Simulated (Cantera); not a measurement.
An adiabatic, constant-pressure homogeneous reactor starts with CH4 : O2 : N2 = 1 : 0.87 : 3.27 (molar parts), at 1325 K and 750 Torr.

Cantera simulation using GRI-Mech 3.0 (53 species, 325 reactions); the numbers are that mechanism's predictions, not measurements.

Problem. Predict: time of steepest temperature rise; temperature at 2.00 s; equilibrium temperature; x(O2) at 2.00 s; x(CO2) at 2.00 s.

Solution. 
```
Item                                                                Result
---------------------------------  ---------------------------------------
time of steepest temperature rise                                  13.6 ms
temperature at 2.00 s                                               2218 K
equilibrium temperature                                             2218 K
x(O2) at 2.00 s                    3.95e-7 (gas-phase equilibrium 3.95e-7)
x(CO2) at 2.00 s                     0.0134 (gas-phase equilibrium 0.0134)
```
